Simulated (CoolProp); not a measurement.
Computed with CoolProp (reference Helmholtz-energy equation of state, de Reuck 1993).

Q: Give the vapour pressure (MPa), liquid density (kg/m³), enthalpy of vaporisation (kJ/kg) of saturated methanol at 362.8 K.

A: 
```json
[
 {"T (K)": "362.8", "p (MPa)": "0.253", "liquid density (kg/m³)": "722", "enthalpy of vaporisation (kJ/kg)": "1050"}
]
```
